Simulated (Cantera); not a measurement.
Gas mixture: N2 : C3H8 : C2H2 = 0.098 : 0.13 : 0.28 (molar parts), at 0.424 atm, frozen composition.

Cantera's kinetic-theory transport with the Lennard-Jones parameters of GRI-Mech 3.0, ideal gas; thermal conductivity in the multicomponent form. The composition is frozen, though it would react at the higher temperatures.

D: mixture-averaged diffusion coefficient of that species in the mixture.

```json
[
 {"T (K)": "400", "ρ (kg/m³)": "0.401", "cp (J/kg/K)": "1851", "μ (µPa s)": "___", "λ (mW/m/K)": "33.4", "Pr": "0.766", "D (cm²/s) CH4": "0.664", "D (cm²/s) NH3": "0.640", "D (cm²/s) H2": "2.31"},
 {"T (K)": "500", "ρ (kg/m³)": "0.321", "cp (J/kg/K)": "2082", "μ (µPa s)": "___", "λ (mW/m/K)": "44.7", "Pr": "0.775", "D (cm²/s) CH4": "0.990", "D (cm²/s) NH3": "0.983", "D (cm²/s) H2": "3.38"},
 {"T (K)": "600", "ρ (kg/m³)": "0.268", "cp (J/kg/K)": "2279", "μ (µPa s)": "___", "λ (mW/m/K)": "56.0", "Pr": "0.781", "D (cm²/s) CH4": "1.36", "D (cm²/s) NH3": "1.38", "D (cm²/s) H2": "4.60"},
 {"T (K)": "700", "ρ (kg/m³)": "0.229", "cp (J/kg/K)": "2449", "μ (µPa s)": "___", "λ (mW/m/K)": "67.3", "Pr": "0.786", "D (cm²/s) CH4": "1.78", "D (cm²/s) NH3": "1.84", "D (cm²/s) H2": "5.95"},
 {"T (K)": "800", "ρ (kg/m³)": "0.201", "cp (J/kg/K)": "2598", "μ (µPa s)": "___", "λ (mW/m/K)": "78.5", "Pr": "0.788", "D (cm²/s) CH4": "2.24", "D (cm²/s) NH3": "2.34", "D (cm²/s) H2": "7.44"},
 {"T (K)": "900", "ρ (kg/m³)": "0.178", "cp (J/kg/K)": "2731", "μ (µPa s)": "25.9", "λ (mW/m/K)": "89.6", "Pr": "0.790", "D (cm²/s) CH4": "2.74", "D (cm²/s) NH3": "2.89", "D (cm²/s) H2": "9.06"},
 {"T (K)": "1000", "ρ (kg/m³)": "0.161", "cp (J/kg/K)": "2849", "μ (µPa s)": "27.9", "λ (mW/m/K)": "101", "Pr": "0.791", "D (cm²/s) CH4": "3.28", "D (cm²/s) NH3": "3.48", "D (cm²/s) H2": "10.8"},
 {"T (K)": "1100", "ρ (kg/m³)": "0.146", "cp (J/kg/K)": "2945", "μ (µPa s)": "29.9", "λ (mW/m/K)": "111", "Pr": "0.792", "D (cm²/s) CH4": "3.85", "D (cm²/s) NH3": "4.12", "D (cm²/s) H2": "12.7"}
]
```

Question: Some entries are withheld; supply them.

Answer: 
- 400, μ (µPa s): 13.8
- 500, μ (µPa s): 16.6
- 600, μ (µPa s): 19.2
- 700, μ (µPa s): 21.6
- 800, μ (µPa s): 23.8
